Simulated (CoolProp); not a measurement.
A simple Rankine cycle with water: condensing at 305.15 K, boiler at 10.1 MPa, turbine inlet 586.9 K, turbine efficiency 0.9, pump efficiency 0.7, no recuperator. Each further row changes one setting.

The numbers come from the reference Helmholtz-energy equation of state, Wagner 2002 in CoolProp.

| case | thermal efficiency (%) | net work (kJ/kg) | heat in (kJ/kg) | turbine exit temperature (K) | volume ratio over the turbine |
|---|---|---|---|---|---|
| as stated | 35.1 | 909 | 2590 | 305.1 | 1130 |
| turbine inlet 606.9 K | 35.5 | 958 | 2700 | 305.1 | 1030 |
| condensing temperature 297.15 K | 36.1 | 947 | 2620 | 297.1 | 1740 |
| boiler pressure 7.07 MPa | 34.4 | 946 | 2750 | 305.1 | 711 |
| turbine efficiency 0.8 | 31.1 | 806 | 2590 | 305.1 | 1200 |

The expansion ends wet for: as stated; turbine inlet 606.9 K; condensing temperature 297.15 K; boiler pressure 7.07 MPa; turbine efficiency 0.8.
